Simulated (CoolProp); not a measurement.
Vapour-liquid equilibrium of propylene (1) + R152A (2) at 6.21 bar; x and y are mole fractions of (1).

Computed with CoolProp (multi-fluid Helmholtz-energy mixture model, Lemmon 2013 and Outcalt 1996; pair parameters Bell 2016).

```csv
x,bubble temperature (°C),y at the bubble point,dew temperature at overall composition x (°C),liquid density (mol/L)
0.05,22.4,0.140,?,13.59
0.2,13.5,0.419,20.6,13.55
0.35,8.3,?,15.8,13.42
0.5,5.1,0.670,10.7,?
0.65,3.2,0.748,5.7,13.10
0.8,?,0.830,2.3,12.99
0.95,1.8,0.946,1.8,12.92
```

Some entries are withheld; supply them.


- 0.05, dew temperature at overall composition x (°C): 25.0
- 0.35, y at the bubble point: 0.572
- 0.5, liquid density (mol/L): 13.25
- 0.8, bubble temperature (°C): 2.0

y crosses x between x = 0.8 and 0.95: the model has an azeotrope there.

The pair parameters rest on a limited set of measurements; away from them the model extrapolates.
